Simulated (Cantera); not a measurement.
**Silicon carbide growth: (CH3)2SiCl2 + C2H2 + H2**

Input: 1 mol (CH3)2SiCl2, 0.012 mol C2H2, 230 mol H2, equilibrated at 13.3 mbar.

These are equilibrium values from Cantera (NASA tables, ideal gas, pure condensed phases), not measurements of a reactor. Candidate condensed phases: C, C6H6, C7H8, C8H18, Si, SiC; 109 gas species. The feed counts by its element totals alone. The tables' values for SiCl are old estimates; treat these amounts as uncertain. Gases not in the tables: Si2H6 and higher silanes. Kinetics and transport are ignored.

```json
[
 {"T (K)": "1700", "log p H2": "-1.88", "log p H": "-4.77", "log p HCl": "-3.94", "log p C2H2 (acetylene)": "-6.01", "n C(graphite)": "0.988", "n SiC(s)": "0.999"},
 {"T (K)": "1750", "log p H2": "-1.88", "log p H": "-4.57", "log p HCl": "-3.94", "log p C2H2 (acetylene)": "-5.82", "n C(graphite)": "0.970", "n SiC(s)": "0.998"},
 {"T (K)": "1800", "log p H2": "-1.88", "log p H": "-4.39", "log p HCl": "-3.95", "log p C2H2 (acetylene)": "-5.64", "n C(graphite)": "0.943", "n SiC(s)": "0.997"},
 {"T (K)": "1850", "log p H2": "-1.88", "log p H": "-4.21", "log p HCl": "-3.95", "log p C2H2 (acetylene)": "-5.46", "n C(graphite)": "0.906", "n SiC(s)": "0.994"},
 {"T (K)": "1900", "log p H2": "-1.88", "log p H": "-4.04", "log p HCl": "-3.95", "log p C2H2 (acetylene)": "-5.30", "n C(graphite)": "0.857", "n SiC(s)": "0.988"},
 {"T (K)": "1950", "log p H2": "-1.88", "log p H": "-3.88", "log p HCl": "-3.95", "log p C2H2 (acetylene)": "-5.15", "n C(graphite)": "0.794", "n SiC(s)": "0.974"},
 {"T (K)": "2000", "log p H2": "-1.89", "log p H": "-3.73", "log p HCl": "-3.95", "log p C2H2 (acetylene)": "-5.00", "n C(graphite)": "0.718", "n SiC(s)": "0.946"},
 {"T (K)": "2050", "log p H2": "-1.89", "log p H": "-3.59", "log p HCl": "-3.96", "log p C2H2 (acetylene)": "-4.86", "n C(graphite)": "0.636", "n SiC(s)": "0.886"},
 {"T (K)": "2100", "log p H2": "-1.89", "log p H": "-3.45", "log p HCl": "-3.96", "log p C2H2 (acetylene)": "-4.73", "n C(graphite)": "0.563", "n SiC(s)": "0.767"}
]
```
log p: log10 of the partial pressure in bar; n: condensed amount in mol.

From 1700 K to 2100 K the condensed part is C(graphite) + SiC(s). The main Si-bearing gas is SiCl2 at 1700 K and Si at 2100 K. The share of Si in condensed phases is highest at 1700 K (99.9 %) and lowest at 2100 K (76.7 %).
